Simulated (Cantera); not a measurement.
A perfectly stirred reactor is fed with CH4 : H2 : O2 : N2 : H2O = 1 : 0.23 : 1.63 : 6.12 : 0.18 (molar parts), equivalence ratio 1.3, at 17.8 atm; it is adiabatic with a 725 K inlet, and is followed from long to short residence time, starting on the burning branch (τ in s: 0.48, 0.14, 0.039, 0.011, 0.0031, 0.00087, 0.00025, 7e-05, 2e-05, 5.6e-06).

Detailed kinetics in Cantera: GRI-Mech 3.0 (53 species, 325 reactions). The pressure lies above the range GRI-Mech 3.0 was tuned for (to about 10 atm).

Q: What does this change do: pressure from 17.8 atm to 1.00 atm?

A: 
```tsv
quantity	before	after
blow-out, bracketed by the residence times tried	burning at 20.0 µs, out at 5.60 µs	burning at 70.0 µs, out at 20.0 µs
x(CH4) at τ = 0.480 s	1.56e-6	1.75e-6
x(H2) at τ = 0.480 s	0.0441	0.0443
x(O2) at τ = 0.480 s	1.18e-5	0.000159
x(H2O) at τ = 0.480 s	0.208	0.206
x(HO2) at τ = 0.480 s	1.77e-8	6.08e-8
x(CH4) at τ = 0.870 ms	0.000354	0.000126
x(H2) at τ = 0.870 ms	0.0434	0.0460
x(O2) at τ = 0.870 ms	0.000512	0.00276
x(H2O) at τ = 0.870 ms	0.208	0.196
x(HO2) at τ = 0.870 ms	3.61e-7	1.04e-6
```
